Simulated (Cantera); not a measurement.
**NO annealing gas**

An isothermal, constant-pressure homogeneous reactor starts with NO : N2 = 1 : 9.3 (molar parts), at 2050 K and 0.133 bar.

Cantera simulation using GRI-Mech 3.0 (53 species, 325 reactions); the numbers are that mechanism's predictions, not measurements.

```csv
t (s),x NO,x O2,x N2,x O,x N2O,x NO2
1.00e-5,0.0971,2.59e-12,0.903,2.08e-8,2.08e-8,1.39e-11
3.94e-5,0.0971,4.03e-11,0.903,8.25e-8,8.12e-8,2.11e-10
0.000155,0.0971,6.33e-10,0.903,3.31e-7,3.12e-7,2.97e-9
0.000611,0.0971,1.03e-8,0.903,1.40e-6,1.11e-6,3.36e-8
0.00241,0.0971,1.90e-7,0.903,6.70e-6,3.05e-6,2.56e-7
0.00949,0.0970,4.06e-6,0.903,3.26e-5,4.49e-6,1.39e-6
0.0374,0.0968,7.54e-5,0.903,0.000102,4.43e-6,4.19e-6
0.147,0.0957,0.000620,0.904,0.000138,4.28e-6,5.61e-6
0.580,0.0907,0.00310,0.906,0.000191,3.79e-6,7.63e-6
2.28,0.0679,0.0144,0.917,0.000339,2.07e-6,1.06e-5
9.00,0.0160,0.0403,0.943,0.000540,1.92e-7,4.06e-6
```
x: mole fraction; the columns are a selection and need not sum to one.

Equilibrium at this temperature and pressure: NO 0.00452, O2 0.0460, N2 0.949, O 0.000575, N2O 1.01e-7, NO2 1.22e-6 (gas phase only).
